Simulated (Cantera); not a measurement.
Feed: 1 mol Si, a varied amount of F₂, held at 2.40 Pa.

Cantera equilibrium calculation (NASA polynomials, part measured and part estimated; ideal gas, pure solids and liquids). Candidate condensed phases: Si; 9 gas species. The tables' values for SiF₂, SiF₃ are old estimates. The numbers say what is thermodynamically allowed, not how fast it happens.

Problem. What condenses at these points (T in °C, n(F₂) in mol): (1027, 1.9); (1227, 3.3); (977, 2.8); (1077, 2.8); (1027, 1)?

Solution. 
```
T (°C)  n(F₂) in mol  condensed phases  Si condensed (%)
------  ------------  ----------------  ----------------
1027             1.9          gas only               0.0
1227             3.3          gas only               0.0
977              2.8          gas only               0.0
1077             2.8          gas only               0.0
1027               1                Si              45.5
```
